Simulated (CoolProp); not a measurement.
Vapour-liquid equilibrium of CH2F2 (R32) (1) + R152A (2) at 0.224 MPa; x and y are mole fractions of (1).

Model: multi-fluid Helmholtz-energy mixture model, Tillner-Roth 1997 and Outcalt 1996; pair parameters Bell 2016, in CoolProp.

| x | bubble temperature (°C) | y at the bubble point | dew temperature at overall composition x (°C) | liquid density (mol/L) |
|---|---|---|---|---|
| 0.05 | -7.2 | 0.136 | -5.5 | 14.99 |
| 0.125 | -10.9 | 0.303 | -7.0 | 15.47 |
| 0.2 | -14.2 | 0.434 | -8.6 | 15.95 |
| 0.275 | -17.1 | 0.540 | -10.3 | 16.45 |
| 0.35 | -19.7 | 0.626 | -12.1 | 16.97 |
| 0.425 | -22.0 | 0.698 | -13.9 | 17.49 |
| 0.5 | -24.1 | 0.758 | -15.9 | 18.04 |
| 0.575 | -26.1 | 0.810 | -18.1 | 18.61 |
| 0.65 | -27.9 | 0.854 | -20.4 | 19.21 |
| 0.725 | -29.5 | 0.892 | -22.9 | 19.83 |
| 0.8 | -31.1 | 0.926 | -25.7 | 20.48 |
| 0.875 | -32.5 | 0.956 | -28.8 | 21.17 |
| 0.95 | -33.9 | 0.983 | -32.2 | 21.89 |

No azeotrope shows between x = 0.05 and 0.95.

Pair parameters are fitted to limited data, so mixtures are less certain than the pure fluids.
